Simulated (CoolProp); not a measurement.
Hydrogen chloride along the isotherm 92.35 °C: Z from the reference equation and from simpler models built on Tc = 51.5 °C, pc = 8314 kPa, ω = 0.130; each cubic takes its own stable root.

The numbers come from the reference Helmholtz-energy equation of state, Thol 2018 in CoolProp.

```csv
p (kPa),phase,reference,van der Waals,Soave-Redlich-Kwong,Peng-Robinson
1890,gas,0.9398,0.9475,0.9457,0.9382
3780,gas,0.8771,0.8901,0.8884,0.8739
5670,gas,0.8115,0.8261,0.8276,0.8068
7560,gas,0.7422,0.7528,0.7626,0.7365
9450,supercritical,0.6687,0.6654,0.6933,0.6632
11300,supercritical,0.5919,0.5620,0.6229,0.5908
13200,supercritical,0.5092,0.4789,0.5564,0.5241
15100,supercritical,0.4384,0.4655,0.5121,0.4795
17000,supercritical,0.4061,0.4797,0.4948,0.4605
18900,supercritical,0.4020,0.5029,0.4952,0.4583
20800,supercritical,0.4103,0.5300,0.5049,0.4653
```
